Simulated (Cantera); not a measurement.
Input (Python, Cantera):

```python
import numpy as np
import cantera as ct

gas = ct.Solution("gri30.yaml")
gas.TPX = 348, 460000, {'CH4': 1, 'C2H6': 0.51, 'O2': 2.1, 'N2': 7.91}
inlet = ct.Reservoir(gas, clone=True)
gas.equilibrate("HP")  # start burning
reactor = ct.IdealGasConstPressureReactor(gas, energy="on", clone=False)
exhaust = ct.Reservoir(gas, clone=True)
tau = [0.057, 0.025, 0.011, 0.0049, 0.0022, 0.00097, 0.00043, 0.00019, 8.3e-05, 3.7e-05, 1.6e-05][0]
for a, b in ((inlet, reactor), (reactor, exhaust)):
    ct.MassFlowController(a, b, mdot=lambda t: reactor.mass / tau)
net = ct.ReactorNet([reactor])
show = ['CH4', 'C2H6', 'O2', 'C2H4', 'OH']

rows = []
print(f"{'tau/s':>10s}{'T/K':>9s}" + "".join(f"{s:>11s}" for s in show))
for tau in [0.057, 0.025, 0.011, 0.0049, 0.0022, 0.00097, 0.00043, 0.00019, 8.3e-05, 3.7e-05, 1.6e-05]:
    net.initial_time = 0.0
    net.advance(30 * tau)
    before = gas.X
    net.advance(40 * tau)
    drift = np.max(np.abs(gas.X - before) / (gas.X + 1e-9))
    rows.append([gas.T, *gas[show].X, drift])
    print(f"{tau:10.3e}{gas.T:9.1f}" + "".join(f"{x:11.3e}" for x in gas[show].X))
```

Result:

```
     tau/s      T/K        CH4       C2H6         O2       C2H4         OH
 5.700e-02   1816.5  1.004e-02  1.668e-05  6.371e-04  1.646e-04  9.463e-06
 2.500e-02   1820.5  1.172e-02  3.225e-05  1.226e-03  2.484e-04  1.233e-05
 1.100e-02   1817.2  1.330e-02  6.337e-05  2.304e-03  4.004e-04  1.590e-05
 4.900e-03   1802.6  1.477e-02  1.283e-04  4.229e-03  6.861e-04  1.989e-05
 2.200e-03   1768.7  1.644e-02  2.790e-04  7.825e-03  1.275e-03  2.339e-05
 9.700e-04   1685.9  1.996e-02  7.786e-04  1.657e-02  2.943e-03  2.328e-05
 4.300e-04    348.0  8.681e-02  4.427e-02  1.823e-01 -4.165e-16  3.915e-33
 1.900e-04    348.0  8.681e-02  4.427e-02  1.823e-01  4.661e-18 -2.254e-33
 8.300e-05    348.0  8.681e-02  4.427e-02  1.823e-01  2.123e-20 -5.187e-36
 3.700e-05    348.0  8.681e-02  4.427e-02  1.823e-01  1.341e-21  8.165e-35
 1.600e-05    348.0  8.681e-02  4.427e-02  1.823e-01  8.470e-23  2.022e-37
```

Detailed kinetics in Cantera: GRI-Mech 3.0 (53 species, 325 reactions).
